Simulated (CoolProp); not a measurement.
Properties of R1123 along the isotherm 277.5 K (Tc = 331.7 K, pc = 4549 kPa, ω = 0.243).

Model: reference Helmholtz-energy equation of state, Akasaka 2020, in CoolProp.

```tsv
p (kPa)	phase	cv (kJ/(kg K))	Joule-Thomson coefficient (K/MPa)	fugacity coefficient
758	gas	0.7458	18.04	0.8953
1520	liquid	0.8448	0.1191	0.6778
2270	liquid	0.8440	0.09292	0.4649
3030	liquid	0.8433	0.06894	0.3569
3790	liquid	0.8428	0.04713	0.2923
4550	liquid	0.8424	0.02717	0.2494
5310	liquid	0.8420	0.008826	0.2188
6070	liquid	0.8418	-0.008120	0.1961
6820	liquid	0.8416	-0.02364	0.1786
```
